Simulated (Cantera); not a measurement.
A perfectly stirred reactor is fed with CH₃OH : O₂ : N₂ = 1 : 1.55 : 5.81 (molar parts), equivalence ratio 0.97, at 95000 Pa; it is adiabatic with a 548 K inlet, and is followed from long to short residence time, starting on the burning branch (τ in s: 0.058, 0.021, 0.0079, 0.0029, 0.0011, 0.00041, 0.00015, 5.6e-05, 2.1e-05).

Detailed kinetics in Cantera: GRI-Mech 3.0 (53 species, 325 reactions). GRI-Mech 3.0 was tuned for natural gas; its chemistry of methanol as a main component is partial and can be far from experiment.

x: mole fraction; the columns are a selection and need not sum to one.

```csv
τ (s),T (K),x CH₃OH,x O₂,x H₂O,x C₂H,x NO,x O,x CO
0.058,2301,1.08e-6,0.0129,0.214,<1e-12,0.00169,…,0.0142
0.021,2275,2.56e-6,0.0146,0.212,<1e-12,0.000912,…,0.0163
0.0079,2229,5.43e-6,0.0170,0.208,<1e-12,0.000432,…,0.0197
0.0029,2161,1.13e-5,0.0202,0.203,1.37e-12,0.000186,…,0.0241
0.0011,2084,2.33e-5,0.0236,0.197,6.17e-12,8.75e-5,…,0.0285
0.00041,2003,5.28e-5,0.0272,0.192,3.48e-11,4.65e-5,…,0.0331
0.00015,1923,0.000139,0.0320,0.188,2.12e-10,2.52e-5,…,0.0395
5.6e-5,1818,0.000526,0.0427,0.185,1.14e-9,9.50e-6,…,0.0546
2.1e-5,548,0.120,0.185,<1e-12,<1e-12,<1e-12,<1e-12,<1e-12
```

Task: What belongs in the gaps?

Result: 
- 0.058, x O: 0.000789
- 0.021, x O: 0.00104
- 0.0079, x O: 0.00154
- 0.0029, x O: 0.00237
- 0.0011, x O: 0.00343
- 0.00041, x O: 0.00450
- 0.00015, x O: 0.00505
- 5.6e-5, x O: 0.00380
